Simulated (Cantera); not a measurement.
A perfectly stirred reactor is fed with CH₃OH : O₂ : N₂ = 0.0019 : 0.047 : 1 (molar parts), equivalence ratio 0.061, at 3750 Torr; it is held at 1325 K, and followed from long to short residence time.

Model: GRI-Mech 3.0 (53 species, 325 reactions), integrated in Cantera. GRI-Mech 3.0 was tuned for natural gas; its chemistry of methanol as a main component is partial and can be far from experiment.

x: mole fraction; the columns are a selection and need not sum to one.

| τ (s) | x CH₃OH | x O₂ | x CH₂ | x CH₄ | x H₂O | x O |
|---|---|---|---|---|---|---|
| 0.51 | 1.72e-6 | 0.0421 | <1e-12 | 1.60e-10 | 0.00361 | 8.05e-7 |
| 0.28 | 2.84e-6 | 0.0421 | <1e-12 | 2.35e-10 | 0.00361 | 1.11e-6 |
| 0.15 | 4.78e-6 | 0.0421 | <1e-12 | 3.60e-10 | 0.00360 | 1.49e-6 |
| 0.085 | 7.64e-6 | 0.0422 | <1e-12 | 5.46e-10 | 0.00359 | 1.88e-6 |
| 0.046 | 1.27e-5 | 0.0423 | 1.27e-12 | 8.86e-10 | 0.00358 | 2.30e-6 |
| 0.025 | 2.09e-5 | 0.0424 | 2.07e-12 | ? | 0.00355 | 2.66e-6 |
| 0.014 | 3.37e-5 | 0.0425 | 3.33e-12 | ? | 0.00351 | 2.91e-6 |
| 0.0076 | 5.60e-5 | 0.0426 | 5.52e-12 | ? | 0.00344 | 3.07e-6 |
| 0.0042 | 9.14e-5 | 0.0428 | 9.07e-12 | ? | 0.00332 | 3.13e-6 |
| 0.0023 | 0.000151 | 0.0430 | 1.51e-11 | ? | 0.00313 | 3.06e-6 |

Question: Some entries are withheld; supply them.

Answer: 
- 0.025, x CH₄: 1.49e-9
- 0.014, x CH₄: 2.49e-9
- 0.0076, x CH₄: 4.33e-9
- 0.0042, x CH₄: 7.36e-9
- 0.0023, x CH₄: 1.22e-8
